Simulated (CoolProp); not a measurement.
Computed with CoolProp (reference Helmholtz-energy equation of state, Span 1996).

Task: For carbon dioxide, give the phase and the density (kg/m³), speed of sound (m/s), Joule-Thomson coefficient (K/MPa), expansivity (1/kK) at 314.7 K and 3.32 MPa; 314.7 K and 5.53 MPa.

Result: 
- 314.7 K and 3.32 MPa: gas; density 65.9, speed of sound 253, Joule-Thomson coefficient 9.54, expansivity 5.46
- 314.7 K and 5.53 MPa: gas; density 129, speed of sound 235, Joule-Thomson coefficient 9.31, expansivity 9.29
